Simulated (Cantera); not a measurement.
Ignition delay

Mixture: CO : H2 : CH4 : O2 : N2 = 1 : 1.2 : 0.51 : 3.93 : 14.8 (molar parts), equivalence ratio 0.54, at 2.50 bar, adiabatic and at constant volume. Ignition delay is the time to a rise of 400 K.

Model: GRI-Mech 3.0 (53 species, 325 reactions), integrated in Cantera.

```csv
T0 (K),delay (ms)
1050,0.963
1150,0.175
1250,0.0637
1350,0.0322
1450,0.0195
1550,0.0132
```

- apparent activation energy between 1350 and 1550 K = 78 kJ/mol
